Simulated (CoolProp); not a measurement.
Vapour-liquid equilibrium of m-xylene (1) + o-xylene (2) at 273.65 °C; x and y are mole fractions of (1).

Values from CoolProp's multi-fluid Helmholtz-energy mixture model, Zhou 2012 and Zhou 2012; pair parameters Bell 2016.

```json
[
 {"x": "0.05", "bubble pressure, mixture model (MPa)": "1.273", "bubble pressure, Raoult's law (MPa)": "1.274", "y, mixture model": "0.053", "y, Raoult's law": "0.055"},
 {"x": "0.2", "bubble pressure, mixture model (MPa)": "1.294", "bubble pressure, Raoult's law (MPa)": "1.295", "y, mixture model": "0.212", "y, Raoult's law": "0.218"},
 {"x": "0.35", "bubble pressure, mixture model (MPa)": "1.315", "bubble pressure, Raoult's law (MPa)": "1.317", "y, mixture model": "___", "y, Raoult's law": "0.375"},
 {"x": "0.5", "bubble pressure, mixture model (MPa)": "1.338", "bubble pressure, Raoult's law (MPa)": "1.339", "y, mixture model": "0.519", "y, Raoult's law": "0.527"},
 {"x": "0.65", "bubble pressure, mixture model (MPa)": "1.361", "bubble pressure, Raoult's law (MPa)": "1.360", "y, mixture model": "0.667", "y, Raoult's law": "0.674"},
 {"x": "0.8", "bubble pressure, mixture model (MPa)": "___", "bubble pressure, Raoult's law (MPa)": "1.382", "y, mixture model": "___", "y, Raoult's law": "0.817"},
 {"x": "0.95", "bubble pressure, mixture model (MPa)": "1.404", "bubble pressure, Raoult's law (MPa)": "1.404", "y, mixture model": "0.953", "y, Raoult's law": "0.955"}
]
```

Problem. Complete the blanks.

Solution. 
- 0.35, y, mixture model: 0.368
- 0.8, bubble pressure, mixture model (MPa): 1.383
- 0.8, y, mixture model: 0.811

The largest gap from Raoult's law is -0.1 % in bubble pressure, at x = 0.2. No azeotrope shows between x = 0.05 and 0.95.

The pair parameters rest on a limited set of measurements; away from them the model extrapolates.
